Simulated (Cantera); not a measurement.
An isothermal, constant-pressure homogeneous reactor starts with C2H6 : N2 = 1 : 62 (molar parts), at 1000 K and 0.000440 bar. Integrator tolerance rtol = 1e-08.

Computed with Cantera and GRI-Mech 3.0 (53 species, 325 reactions). GRI-Mech 3.0 stops at C3 and has no aromatics, soot or wall deposition, so with more carbon than oxygen in the feed, carbon stays in small species such as C2H2 where larger ones or solid carbon would form. Radical loss at walls, strong at low pressure, is not modelled.

Task: What does this change do: pressure from 0.000440 bar to 0.0267 bar?

Result: 
```tsv
quantity	before	after
x(C2H6) at 10.0 s	0.0157 (gas-phase equilibrium 1.37e-9)	0.00837 (gas-phase equilibrium 8.72e-7)
x(HCN) at 10.0 s	<1e-12 (gas-phase equilibrium 0.0188)	<1e-12 (gas-phase equilibrium 0.0141)
x(CH3) at 10.0 s	3.35e-6 (gas-phase equilibrium 5.24e-9)	8.58e-7 (gas-phase equilibrium 1.70e-8)
x(H) at 10.0 s	2.23e-7 (gas-phase equilibrium 1.89e-8)	1.75e-7 (gas-phase equilibrium 1.81e-9)
x(C2H2) at 10.0 s	5.45e-8 (gas-phase equilibrium 0.00572)	0.000184 (gas-phase equilibrium 0.00320)
```
